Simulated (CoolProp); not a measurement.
Vapour-liquid equilibrium of cyclohexane (1) + dimethyl carbonate (2) at 460 K; x and y are mole fractions of (1).

Values from CoolProp's multi-fluid Helmholtz-energy mixture model, Zhou 2014 and Zhou 2011; pair parameters Bell 2016.

```tsv
x	bubble pressure, mixture model (MPa)	bubble pressure, Raoult's law (MPa)	y, mixture model	y, Raoult's law
0.05	1.133	1.062	0.097	0.051
0.2	1.280	1.066	0.290	0.204
0.35	1.355	1.070	0.413	0.355
0.5	1.381	1.073	0.509	0.506
0.65	1.367	1.077	0.604	0.655
0.8	1.305	1.081	0.720	0.804
0.95	1.162	1.085	0.904	0.951
```

The largest gap from Raoult's law is +28.7 % in bubble pressure, at x = 0.5. y crosses x between x = 0.5 and 0.65: the model has an azeotrope there.

The pair parameters rest on a limited set of measurements; away from them the model extrapolates.
